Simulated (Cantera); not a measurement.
A perfectly stirred reactor is fed with NH₃ : H₂ = 1 : 0.1 (molar parts), at 750 Torr; it is held at 2125 K, and followed from long to short residence time.

Cantera simulation using the gas-phase N/H chemistry of the illustrative SiF4/NH3 mechanism in the Surface Chemkin manual (1991); the numbers are that mechanism's predictions, not measurements. Walls and surfaces, which speed up NH3 decomposition in real reactors, are not modelled.

**Question.** What does this change do: temperature 2125 to 1523 K?

**Answer.** 
| quantity | before | after |
|---|---|---|
| x(NH₃) at τ = 9.10 s | 0.00190 | 0.666 |
| x(H₂) at τ = 9.10 s | 0.758 | 0.271 |
| x(N) at τ = 9.10 s | 7.44e-7 | 1.38e-9 |
| x(NH) at τ = 9.10 s | 2.56e-6 | 8.09e-8 |
| x(NH₂) at τ = 9.10 s | 2.31e-5 | 3.71e-5 |
| x(NH₃) at τ = 76.0 ms | 0.0833 | 0.906 |
| x(H₂) at τ = 76.0 ms | 0.699 | 0.0934 |
| x(N) at τ = 76.0 ms | 1.98e-6 | 1.31e-9 |
| x(NH) at τ = 76.0 ms | 1.75e-5 | 9.51e-8 |
| x(NH₂) at τ = 76.0 ms | 0.000405 | 4.84e-5 |

**Question.** What does this change do: temperature 2125 to 1973 K?

**Answer.** 
```tsv
quantity	before	after
x(NH₃) at τ = 9.10 s	0.00190	0.00896
x(H₂) at τ = 9.10 s	0.758	0.754
x(N) at τ = 9.10 s	7.44e-7	2.57e-7
x(NH) at τ = 9.10 s	2.56e-6	1.66e-6
x(NH₂) at τ = 9.10 s	2.31e-5	3.51e-5
x(NH₃) at τ = 76.0 ms	0.0833	0.295
x(H₂) at τ = 76.0 ms	0.699	0.543
x(N) at τ = 76.0 ms	1.98e-6	5.23e-7
x(NH) at τ = 76.0 ms	1.75e-5	8.78e-6
x(NH₂) at τ = 76.0 ms	0.000405	0.000475
```
